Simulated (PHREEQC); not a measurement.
Make-up at 25 °C: 110 mmol/kgw KHSO4, 0.039 mmol/kgw NH4BF4 and 0.095 mmol/kgw LiF. Closed to the air; pH follows from the charge balance.

Model: ion-association model, phreeqc.dat, run in PHREEQC.

```
Property                      Value
--------------------  -------------
pH                             1.41
ionic strength        0.191 mol/kgw
specific conductance    26100 µS/cm
density                 1.008 g/cm³
total alkalinity        -110 meq/kg
```

```json
[
 {"species": "K+", "molality": "0.102", "activity": "0.0728", "log γ": "-0.146"},
 {"species": "HSO4-", "molality": "0.0611", "activity": "0.0457", "log γ": "-0.126"},
 {"species": "H+", "molality": "0.0488", "activity": "0.0390", "log γ": "-0.097"},
 {"species": "SO4-2", "molality": "0.0406", "activity": "0.0121", "log γ": "-0.527"},
 {"species": "KSO4-", "molality": "0.00825", "activity": "0.00617", "log γ": "-0.126"},
 {"species": "HF", "molality": "0.000245", "activity": "0.000256", "log γ": "0.019"}
]
```

This is a speciation only: nothing precipitates in the calculation. Real BF4- forms and hydrolyses slowly; the run takes it at equilibrium.
